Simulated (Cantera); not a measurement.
Feed: 1 mol SiO2, 9.1 mol N2, equilibrated at 100 Torr.

Method: chemical equilibrium by Gibbs-energy minimisation in Cantera with the NASA 1993 tables (ideal gas, pure condensed phases). Candidate condensed phases: Si, SiO2, Si2N2O, Si3N4; 30 gas species. Ions and electrons are included (thermal ionisation). The tables' values for SiN are old estimates; treat these amounts as uncertain. Rates play no part. All values below are at 4727 °C.

Base state: N2 0.703, O 0.134, N 0.0762, Si 0.0542, SiO 0.0259, NO 0.00291, e- 0.00132, Si+ 0.00132 (mole fractions); condensed: gas only.

Question: What changes in the equilibrium state with this change: 0.37 mol H2O added?

Answer: 
| species | before | after |
|---|---|---|
| N2 | 0.703 | 0.644 |
| O | 0.134 | 0.149 |
| N | 0.0762 | 0.0728 |
| H | 0 | 0.0554 |
| Si | 0.0542 | 0.0480 |
| SiO | 0.0259 | 0.0254 |
| OH | 0 | 4.95e-5 |
| O2 | 4.91e-5 | 6.02e-5 |
| SiN | 0.000270 | 0.000229 |
Further candidate phases: H2O.
